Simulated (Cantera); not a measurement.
Input (Python, Cantera) and output of one run.

```python
import numpy as np
import cantera as ct

gas_names = """
    CL CL2 H HCL H2 N NH NH2 NH3 N2 N2H2 N2H4 Si SiCL SiCL2 SiCL3 SiCL4 SiH SiHCL3 SiH2 SiH2CL2 SiH3
    SiH3CL SiH4 SiN Si2 Si2N Si3
""".split()
cond_names = """
    NH4CL(a) NH4CL(b) Si(cr) Si(L) Si3N4(a)
""".split()


# ... load() reads the species with a 1 bar reference pressure and builds the phases ...
atoms = {
    'SiHCl3': {'Si': 1, 'H': 1, 'CL': 3},
    'N2': {'N': 2},
    'NH3': {'N': 1, 'H': 3},
}
top_T = {'Si3N4(a)': 2400}  # K; cautious upper limits of use, not melting points


# ... equilibrate(T, P, feed) seeds the gas with the atoms and calls Mixture.equilibrate('TP', solver="vcs", rtol=1e-11, max_steps=5000) ...
results = []
T = 1275  # K
P = 49000  # Pa
for m in [0.38, 0.49, 0.62, 0.8, 1, 1.3, 1.7, 2.2]:
    feed = {'SiHCl3': 1, 'N2': 0.24, 'NH3': m}  # mol
    mix = equilibrate(T, P, feed)
    results.append((T, P, feed, dict(zip(mix.species_names, mix.species_moles))))
    x = sorted(zip(gas.X, gas.species_names), reverse=True)
    print(f"T = {T:g} K  P = {P:g} Pa  n(NH3) = {m:g} mol  gas = {mix.phase_moles(0):.4g} mol")
    print("   x: " + "  ".join(f"{s} {v:.3e}" for v, s in x if v > 0.0001))
    print("   condensed (mol): " + ("  ".join(f"{mix.phase(i).name} {mix.phase_moles(i):.4g}"
          for i in range(1, mix.n_phases) if mix.phase_moles(i) > 1e-12) or "none"))
```

Output:

```
T = 1275 K  P = 49000 Pa  n(NH3) = 0.38 mol  gas = 2.161 mol
   x: HCL 4.086e-01  H2 2.874e-01  SiCL4 2.358e-01  N2 5.590e-02  SiHCL3 6.695e-03  SiCL3 4.909e-03  SiCL2 6.648e-04
   condensed (mol): Si3N4(a) 0.1546
T = 1275 K  P = 49000 Pa  n(NH3) = 0.49 mol  gas = 2.39 mol
   x: HCL 4.162e-01  H2 3.055e-01  SiCL4 2.017e-01  N2 6.571e-02  SiHCL3 5.977e-03  SiCL3 4.250e-03  SiCL2 5.826e-04
   condensed (mol): Si3N4(a) 0.164
T = 1275 K  P = 49000 Pa  n(NH3) = 0.62 mol  gas = 2.661 mol
   x: HCL 4.206e-01  H2 3.245e-01  SiCL4 1.698e-01  N2 7.564e-02  SiHCL3 5.287e-03  SiCL3 3.648e-03  SiCL2 5.100e-04
   condensed (mol): Si3N4(a) 0.1744
T = 1275 K  P = 49000 Pa  n(NH3) = 0.8 mol  gas = 3.034 mol
   x: HCL 4.215e-01  H2 3.473e-01  SiCL4 1.360e-01  N2 8.718e-02  SiHCL3 4.523e-03  SiCL3 3.016e-03  SiCL2 4.353e-04
   condensed (mol): Si3N4(a) 0.1878
T = 1275 K  P = 49000 Pa  n(NH3) = 1 mol  gas = 3.447 mol
   x: HCL 4.182e-01  H2 3.691e-01  SiCL4 1.081e-01  N2 9.781e-02  SiHCL3 3.850e-03  SiCL3 2.491e-03  SiCL2 3.735e-04
   condensed (mol): Si3N4(a) 0.2014
T = 1275 K  P = 49000 Pa  n(NH3) = 1.3 mol  gas = 4.065 mol
   x: HCL 4.086e-01  H2 3.968e-01  N2 1.108e-01  SiCL4 7.844e-02  SiHCL3 3.075e-03  SiCL3 1.918e-03  SiCL2 3.052e-04
   condensed (mol): Si3N4(a) 0.2198
T = 1275 K  P = 49000 Pa  n(NH3) = 1.7 mol  gas = 4.886 mol
   x: H2 4.274e-01  HCL 3.915e-01  N2 1.244e-01  SiCL4 5.272e-02  SiHCL3 2.323e-03  SiCL3 1.397e-03  SiCL2 2.407e-04
   condensed (mol): Si3N4(a) 0.241
T = 1275 K  P = 49000 Pa  n(NH3) = 2.2 mol  gas = 5.907 mol
   x: H2 4.589e-01  HCL 3.673e-01  N2 1.379e-01  SiCL4 3.308e-02  SiHCL3 1.668e-03  SiCL3 9.679e-04  SiCL2 1.843e-04
   condensed (mol): Si3N4(a) 0.2626
```

Cantera equilibrium calculation (NASA polynomials, part measured and part estimated; ideal gas, pure solids and liquids). The tables' values for SiCl3 are old estimates; treat these amounts as uncertain.
